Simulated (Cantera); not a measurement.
## SiCl4 + HCl + H2 + C3H8 (silicon carbide growth)

Feed: 1 mol SiCl4, 0.18 mol HCl, 610 mol H2, 0.0072 mol C3H8, equilibrated at 3.40 mbar.

Method: chemical equilibrium by Gibbs-energy minimisation in Cantera with the NASA 1993 tables (ideal gas, pure condensed phases). Candidate condensed phases: C, C6H6, C7H8, C8H18, Si, SiC; 109 gas species. Mutual solubility and eutectic melting of coexisting phases are not modelled. The tables' values for SiCl are old estimates; treat these amounts as uncertain. Gases not in the tables: Si2H6 and higher silanes. Rates play no part.

```csv
T (K),log p H2,log p H,log p HCl,log p Si,log p SiCl2,log p Cl,log p SiH,n Si(s),n SiC(s),n Si(l)
1323,-2.47,-7.04,-4.65,-10.05,-6.39,-9.29,-10.42,0.905,0.0216,0
1373,-2.47,-6.71,-4.65,-9.41,-6.37,-8.97,-9.89,0.901,0.0216,0
1423,-2.47,-6.41,-4.65,-8.82,-6.35,-8.68,-9.40,0.897,0.0216,0
1473,-2.47,-6.13,-4.65,-8.26,-6.34,-8.41,-8.94,0.893,0.0216,0
1523,-2.47,-5.87,-4.65,-7.74,-6.32,-8.15,-8.51,0.886,0.0216,0
1573,-2.47,-5.63,-4.65,-7.26,-6.31,-7.91,-8.11,0.874,0.0215,0
1623,-2.47,-5.40,-4.65,-6.81,-6.29,-7.68,-7.74,0.848,0.0215,0
1673,-2.47,-5.18,-4.66,-6.38,-6.28,-7.47,-7.39,0.788,0.0212,0
1723,-2.47,-4.98,-4.66,-6.01,-6.30,-7.27,-7.09,0,0.0203,0.673
1773,-2.47,-4.78,-4.66,-5.67,-6.33,-7.08,-6.82,0,0.0179,0.443
1823,-2.48,-4.60,-4.66,-5.36,-6.37,-6.90,-6.57,0,0.0119,0
1873,-2.48,-4.43,-4.65,-5.33,-6.66,-6.72,-6.60,0,0.00691,0
1923,-2.48,-4.27,-4.65,-5.32,-6.95,-6.56,-6.64,0,0,0
1973,-2.48,-4.11,-4.65,-5.30,-7.23,-6.41,-6.68,0,0,0
```
log p: log10 of the partial pressure in bar; n: condensed amount in mol.

From 1323 K to 1673 K the condensed part is Si(s) + SiC(s). From 1723 K to 1773 K the condensed part is Si(l) + SiC(s). From 1823 K to 1873 K the condensed part is SiC(s). From 1923 K to 1973 K nothing is condensed. The main Si-bearing gas is SiCl2 at 1323 K and Si at 1973 K.
